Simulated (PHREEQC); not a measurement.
Solution (25 °C): 40 mmol/kgw NH3, 0.025 mmol/kgw (NH4)2SiF6 and 4 mmol/kgw K3PO4. Closed to the air; pH follows from the charge balance.

The numbers come from PHREEQC with the ion-association model, phreeqc.dat.

No solid was allowed to form.

Problem. Estimate the pH, specific conductance.

Solution. pH 11.46; specific conductance 1830 µS/cm.

Problem. In which forms is P present?

Solution. HPO4-2 79 %, PO4-3 20 %, KHPO4- 1.1 % of the P.

SiF6-2 is the database's only silicon fluoride.
